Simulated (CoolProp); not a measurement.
Computed with CoolProp (reference Helmholtz-energy equation of state, Zhou 2012).

Problem. Give the vapour pressure (MPa), liquid cp (kJ/(kg K)), surface tension (mN/m), liquid viscosity (µPa s) of saturated o-xylene at 300.6 K.

Solution. 
| T (K) | p (MPa) | liquid cp (kJ/(kg K)) | surface tension (mN/m) | liquid viscosity (µPa s) |
|---|---|---|---|---|
| 300.6 | 0.00103 | 1.77 | 29.2 | 732 |

Viscosity comes from a separate model (Cao 2016). Surface tension comes from a separate correlation (Mulero 2014).
